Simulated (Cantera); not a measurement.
CS2 + H2O + N2 (abatement and gas-phase synthesis)

Input: 1 mol CS2, 0.3 mol H2O, 2 mol N2, held at 1 atm.

Equilibrium computed with Cantera from the NASA thermochemical tables; the gas is ideal and each condensed phase is pure. Candidate condensed phases: C, C6H6, C7H8, C8H18, H2O, H2SO4, S; 150 gas species. The numbers say what is thermodynamically allowed, not how fast it happens.

```csv
T (K),log p N2,log p CS,log p S2,log p S,log p CS2,log p CO,log p H2,log p H,log p SH
2525,-0.28,-1.01,-0.94,-1.78,-1.08,-1.10,-1.20,-2.15,-1.82
2575,-0.28,-0.97,-0.94,-1.69,-1.13,-1.10,-1.21,-2.07,-1.79
2625,-0.28,-0.94,-0.94,-1.61,-1.18,-1.11,-1.22,-1.98,-1.77
2675,-0.29,-0.92,-0.94,-1.53,-1.24,-1.11,-1.24,-1.90,-1.75
2725,-0.29,-0.90,-0.94,-1.45,-1.29,-1.11,-1.25,-1.83,-1.73
2775,-0.29,-0.88,-0.95,-1.38,-1.35,-1.12,-1.26,-1.76,-1.71
2825,-0.30,-0.87,-0.95,-1.31,-1.41,-1.12,-1.28,-1.69,-1.70
2875,-0.30,-0.85,-0.97,-1.25,-1.48,-1.12,-1.30,-1.63,-1.69
2925,-0.30,-0.85,-0.98,-1.18,-1.54,-1.13,-1.32,-1.56,-1.69
2975,-0.31,-0.84,-1.00,-1.13,-1.61,-1.13,-1.34,-1.51,-1.69
3025,-0.31,-0.83,-1.02,-1.07,-1.67,-1.14,-1.37,-1.45,-1.69
```
log p: log10 of the partial pressure in bar; nothing condenses.

From 2525 K to 3025 K nothing is condensed. The main C-bearing gas is CS throughout.
